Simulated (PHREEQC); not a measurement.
## Nickel, zinc or cadmium bath

Solution (12 °C): 0.028 mol CdSO4, 0.03 mol AlCl3 and 0.2 mol MnSO4 per kg of water. Closed to the air; pH follows from the charge balance.

Equilibrium calculation in PHREEQC: ion-association model, wateq4f.dat.

| Quantity | Result |
|---|---|
| pH | 4.47 |
| ionic strength | 0.522 mol/kgw |
| activity of water | 0.993 |

| species | molality | activity | log γ |
|---|---|---|---|
| Mn+2 | 0.118 | 0.0299 | -0.598 |
| SO4-2 | 0.0970 | 0.0201 | -0.683 |
| MnSO4 | 0.0732 | 0.0826 | 0.052 |
| Cl- | 0.0710 | 0.0459 | -0.190 |
| AlSO4+ | 0.0172 | 0.0115 | -0.175 |
| Al(SO4)2- | 0.0103 | 0.00688 | -0.175 |
| CdCl+ | 0.00847 | 0.00626 | -0.131 |
| MnCl+ | 0.00819 | 0.00559 | -0.166 |

Precipitation was switched off in this run. The solution is supersaturated, for example in Gibbsite (slow to form), Boehmite (slow to form), so a real one may precipitate; this is no full list. At this temperature some constants are extrapolated from 25 °C, and those without enthalpy data are left unchanged.
